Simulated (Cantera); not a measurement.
Mixture: CH₄ : O₂ : N₂ = 1 : 2.47 : 9.28 (molar parts), equivalence ratio 0.81, at 10.9 atm, adiabatic and at constant pressure. Ignition delay is the time to a rise of 400 K.

Cantera simulation using GRI-Mech 3.0 (53 species, 325 reactions); the numbers are that mechanism's predictions, not measurements.

Q: Predict: delay at 1125 K; delay at 1225 K; delay at 1325 K; delay at 1425 K; delay at 1525 K; delay at 1625 K; apparent activation energy between 1425 and 1625 K.

A: 
- delay at 1125 K: 10.2 ms
- delay at 1225 K: 2.86 ms
- delay at 1325 K: 0.917 ms
- delay at 1425 K: 0.325 ms
- delay at 1525 K: 0.126 ms
- delay at 1625 K: 53.1 µs
- apparent activation energy between 1425 and 1625 K: 170 kJ/mol
